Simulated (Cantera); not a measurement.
An adiabatic, constant-volume homogeneous reactor starts with C3H8 : O2 : N2 : CO2 = 1 : 9.26 : 34.8 : 5.8 (molar parts), equivalence ratio 0.54, at 1725 K and 350000 Pa. Integrator tolerance rtol = 1e-08.

Model: GRI-Mech 3.0 (53 species, 325 reactions), integrated in Cantera. GRI-Mech 3.0 was tuned for natural gas; its chemistry of propane as a main component is partial and can be far from experiment.

Question: What does this change do: initial temperature 1725 to 1550 K?

Answer: 
```csv
quantity,before,after
time of steepest temperature rise,6.68 µs,22.8 µs
temperature at 6.00 s,2647 K,2559 K
equilibrium temperature,2647 K,2559 K
x(C3H8) at 6.00 s,<1e-12 (gas-phase equilibrium <1e-12),<1e-12 (gas-phase equilibrium <1e-12)
x(O2) at 6.00 s,0.0783 (gas-phase equilibrium 0.0783),0.0776 (gas-phase equilibrium 0.0776)
x(CO2) at 6.00 s,0.150 (gas-phase equilibrium 0.150),0.157 (gas-phase equilibrium 0.157)
x(CH2CO) at 6.00 s,<1e-12 (gas-phase equilibrium <1e-12),<1e-12 (gas-phase equilibrium <1e-12)
x(H) at 6.00 s,0.000699 (gas-phase equilibrium 0.000699),0.000386 (gas-phase equilibrium 0.000386)
```
